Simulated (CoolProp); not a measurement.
Ethanol at several states: fugacity coefficient from the reference equation and from simpler models built on Tc = 241.6 °C, pc = 6.268 MPa, ω = 0.644; each cubic takes its own stable root.

Values from CoolProp's reference Helmholtz-energy equation of state, Schroeder 2014.

```json
[
 {"T (°C)": "98.65", "p (MPa)": "0.0766", "phase": "gas", "reference": "0.9820"},
 {"T (°C)": "27.95", "p (MPa)": "0.0393", "phase": "liquid", "reference": "0.2361"},
 {"T (°C)": "-59.95", "p (MPa)": "8", "phase": "liquid", "reference": "9.802e-7"}
]
```

Q: How far does each simpler model (van der Waals, Redlich-Kwong, Soave-Redlich-Kwong, Peng-Robinson) lie from the reference over these 3 states: mean and median of the absolute difference, and the worst?

A: 
- van der Waals: mean 282397.3 %, median 320.8 %, worst +846870.0 % at -59.95 °C and 8 MPa
- Redlich-Kwong: mean 3984.2 %, median 319.6 %, worst +11632.3 % at -59.95 °C and 8 MPa
- Soave-Redlich-Kwong: mean 20.0 %, median 7.2 %, worst -52.5 % at -59.95 °C and 8 MPa
- Peng-Robinson: mean 11.6 %, median 2.8 %, worst -31.7 % at -59.95 °C and 8 MPa

At some of these states van der Waals, Redlich-Kwong gives the other phase, because its saturation line lies elsewhere.
